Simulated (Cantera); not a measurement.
Thermodynamics of iron carbonyl, mercury and lead vapours, feed Pb + H2

Feed: 1 mol Pb, 1 mol H2, at 573.15 K and 0.660 bar.

These are equilibrium values from Cantera (NASA tables, ideal gas, pure condensed phases), not measurements of a reactor. Candidate condensed phases: Pb; 4 gas species. Kinetics and transport are ignored.

The x(H2) is 1.00 and the n(Pb(s)) comes out as 1.00 mol. The gas amount is 1.000 mol.
